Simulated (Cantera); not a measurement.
A Cantera script and what it prints.

```python
import numpy as np
import cantera as ct

gas_names = [...]  # 136 gases of nasa_gas.yaml made of C, H, N, O
cond_names = """
    C(gr) C6H6(L) C7H8(L) C8H18(L),n-octa H2O(s) H2O(L)
""".split()


# ... load() reads the species with a 1 bar reference pressure and builds the phases ...
atoms = {
    'CO': {'C': 1, 'O': 1},
    'H2O': {'H': 2, 'O': 1},
    'N2': {'N': 2},
}
top_T = {'C(gr)': 4500}  # K; cautious upper limits of use, not melting points


# ... equilibrate(T, P, feed) seeds the gas with the atoms and calls Mixture.equilibrate('TP', solver="vcs", rtol=1e-11, max_steps=5000) ...
results = []
feed = {'CO': 1, 'H2O': 2.7, 'N2': 0.82}  # mol
P = 290  # Pa
for T in [948, 1098, 1248, 1398, 1548, 1698, 1848, 1998, 2148, 2298, 2448]:
    mix = equilibrate(T, P, feed)
    results.append((T, P, feed, dict(zip(mix.species_names, mix.species_moles))))

top = {s: max(r[3][s] / sum(r[3][g] for g in gas_names) for r in results) for s in gas_names}
cols = sorted((s for s in top if top[s] > 1e-05), key=lambda s: -top[s])[:8]
seen = [c for c in cond_names if any(r[3].get(c, 0) > 1e-12 for r in results)]
print("log10 of partial pressures in bar; condensed amounts in mol")
print(f"{'T/K':>10s}" + "".join(f"{s[:9]:>10s}" for s in cols + seen))
for T, P, feed, n in results:
    ng = sum(n[g] for g in gas_names)
    print(f"{T:10.4g}" + "".join(f"{np.log10(max(n[s] / ng * P / 1e5, 1e-99)):10.3f}" for s in cols)
          + "".join(f"{n.get(c, 0):10.4g}" for c in seen))
```

Result:

```
log10 of partial pressures in bar; condensed amounts in mol
       T/K       H2O        N2       CO2        H2        CO         H        OH         O
       948    -2.916    -3.279    -3.285    -3.285    -3.911   -10.923   -13.393   -20.926
      1098    -2.898    -3.279    -3.330    -3.330    -3.759    -9.272   -11.196   -17.094
      1248    -2.884    -3.279    -3.371    -3.371    -3.666    -8.016    -9.520   -14.169
      1398    -2.873    -3.279    -3.406    -3.406    -3.604    -7.028    -8.200   -11.863
      1548    -2.865    -3.279    -3.436    -3.436    -3.561    -6.229    -7.135    -9.999
      1698    -2.859    -3.279    -3.460    -3.462    -3.531    -5.571    -6.257    -8.462
      1848    -2.855    -3.280    -3.482    -3.485    -3.508    -5.018    -5.522    -7.172
      1998    -2.858    -3.283    -3.503    -3.507    -3.492    -4.548    -4.901    -6.078
      2148    -2.878    -3.292    -3.542    -3.516    -3.472    -4.138    -4.391    -5.165
      2298    -2.945    -3.316    -3.646    -3.483    -3.436    -3.760    -4.016    -4.459
      2448    -3.096    -3.365    -3.847    -3.439    -3.409    -3.421    -3.787    -3.946
```

Method: chemical equilibrium by Gibbs-energy minimisation in Cantera with the NASA 1993 tables (ideal gas, pure condensed phases).
